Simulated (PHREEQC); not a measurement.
A solution holds 0.0047 mol/kgw CdCl2, 0.0015 mol/kgw H3BO3 and 0.0015 mol/kgw HF, at 85 °C. It is in equilibrium with CO2 at log p = -2 (atm). Otherwise closed; pH follows from the charge balance.

Computed with PHREEQC (ion-association model, wateq4f.dat).

### Question
The ionic strength comes out as 0.0112 mol/kgw. What activity coefficients do CdCl+, CdF+, Cd+2, F-, HF2- get?

### Answer
CdCl+ 0.89, CdF+ 0.89, Cd+2 0.61, F- 0.88, HF2- 0.88.

No solid was allowed to form. Constants without temperature data keep their 25 °C values here. Real BF4- forms and hydrolyses slowly; the run takes it at equilibrium.
